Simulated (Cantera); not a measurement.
A closed system holds: 1 mol SiCl4, 6.1 mol NH3, 34 mol H2, held at 823.15 K and 1000 Pa.

Equilibrium computed with Cantera from the NASA thermochemical tables; the gas is ideal and each condensed phase is pure. Candidate condensed phases: NH4Cl, Si, Si3N4; 28 gas species. Rates play no part.

Base state: H2 0.866, HCl 0.0838, N2 0.0502, SiCl4 7.61e-5 (mole fractions); condensed: Si3N4(s).

**Question.** What changes in the equilibrium state with this change: temperature from 823.15 K to 1550 K?

**Answer.** 
| species | before | after |
|---|---|---|
| H2 | 0.866 | 0.868 |
| HCl | 0.0838 | 0.0696 |
| N2 | 0.0502 | 0.0546 |
| SiCl2 | <1e-9 | 0.00688 |
| H | <1e-9 | 0.000294 |
| Cl | <1e-9 | 1.88e-5 |
| SiCl3 | 1.11e-8 | 9.39e-5 |
| SiCl4 | 7.61e-5 | 3.57e-6 |
| Si3N4(s), mol | 0.332 | 0.222 |
The tables' values for SiCl3 are old estimates; treat these amounts as uncertain.
